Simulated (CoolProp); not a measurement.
Properties of carbon dioxide along the isotherm 356 K.

Values from CoolProp's reference Helmholtz-energy equation of state, Span 1996.

```csv
p (MPa),phase,density (kg/m³),cp (kJ/(kg K)),expansivity (1/kK)
1.42,gas,21.98,0.9580,3.224
2.84,gas,45.92,1.028,3.732
4.26,gas,72.22,1.115,4.364
5.67,gas,101.2,1.223,5.154
7.09,gas,133.9,1.362,6.165
8.51,supercritical,171.0,1.543,7.457
9.93,supercritical,213.5,1.775,9.080
11.3,supercritical,260.2,2.052,10.93
12.8,supercritical,318.0,2.388,12.99
14.2,supercritical,376.0,2.656,14.31
15.6,supercritical,433.6,2.798,14.49
17,supercritical,486.3,2.801,13.64
18.4,supercritical,532.1,2.719,12.33
```
